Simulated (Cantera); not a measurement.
An isothermal, constant-pressure homogeneous reactor starts with NH3 : N2 = 1 : 0.48 (molar parts), at 2400 K and 1.88 atm. Integrator tolerance rtol = 1e-08.

Computed with Cantera and the gas-phase N/H chemistry of the illustrative SiF4/NH3 mechanism in the Surface Chemkin manual (1991). Walls and surfaces, which speed up NH3 decomposition in real reactors, are not modelled.

Task: What does this change do: temperature 2400 to 1475 K?

Result: 
```csv
quantity,before,after
x(NH3) at 3.00 s,6.41e-6 (gas-phase equilibrium 6.41e-6),0.611 (gas-phase equilibrium 3.70e-5)
x(N2) at 3.00 s,0.393 (gas-phase equilibrium 0.393),0.331 (gas-phase equilibrium 0.395)
x(N2H4) at 3.00 s,<1e-12 (gas-phase equilibrium <1e-12),1.78e-7 (gas-phase equilibrium <1e-12)
x(H) at 3.00 s,0.00898 (gas-phase equilibrium 0.00898),1.05e-6 (gas-phase equilibrium 7.37e-6)
x(N2H2) at 3.00 s,1.10e-11 (gas-phase equilibrium 1.10e-11),1.24e-7 (gas-phase equilibrium <1e-12)
```
